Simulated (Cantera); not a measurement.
Feed: 1 mol AlN, 2.9 mol H₂O, 0.53 mol N₂, 1.2 mol Cl₂, held at 1.00 bar.

These are equilibrium values from Cantera (NASA tables, ideal gas, pure condensed phases), not measurements of a reactor. Candidate condensed phases: Al, AlCl₃, AlN, Al₂O₃, H₂O, NH₄Cl; 45 gas species. Condensed phases not in the tables: AlOCl. Equilibrium is a limit: real reactors are often held back by kinetics, nucleation or transport. All values below are at 923 K.

Base state: HCl 0.468, H₂O 0.273, N₂ 0.201, H₂ 0.0585 (mole fractions); condensed: Al₂O₃(s).

Q: What changes in the equilibrium state with this change: Cl₂ from 1.2 to 0.28 mol?

A: 
| species | before | after |
|---|---|---|
| H₂O | 0.273 | 0.333 |
| H₂ | 0.0585 | 0.290 |
| N₂ | 0.201 | 0.245 |
| HCl | 0.468 | 0.133 |
| NH₃ | 6.40e-6 | 7.79e-5 |
| Al₂O₃(s), mol | 0.500 | 0.500 |
